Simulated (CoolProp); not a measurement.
Vapour-liquid equilibrium of carbon dioxide (1) + C2F6 (R116) (2) at 271.1 K; x and y are mole fractions of (1).

Model: multi-fluid Helmholtz-energy mixture model, Span 1996 and Lemmon 2006; pair parameters Bell 2016, in CoolProp.

```
x     bubble pressure (kPa)  y at the bubble point  dew pressure at overall composition x (kPa)  liquid density (mol/L)
----  ---------------------  ---------------------  -------------------------------------------  ----------------------
0.05                   1913                  0.096                                         1829                   8.562
0.2                    2422                  0.324                                         2122                   9.217
0.35                   2878                  0.482                                         2491                   10.01
0.5                    3228                  0.600                                         2933                   11.11
0.65                   3451                  0.700                                         3354                   12.85
0.8                    3531                  0.800                                         3531                   15.60
0.95                   3415                  0.933                                         3388                   19.65
```

y crosses x between x = 0.65 and 0.8: the model has an azeotrope there.

Pair parameters are fitted to limited data, so mixtures are less certain than the pure fluids.
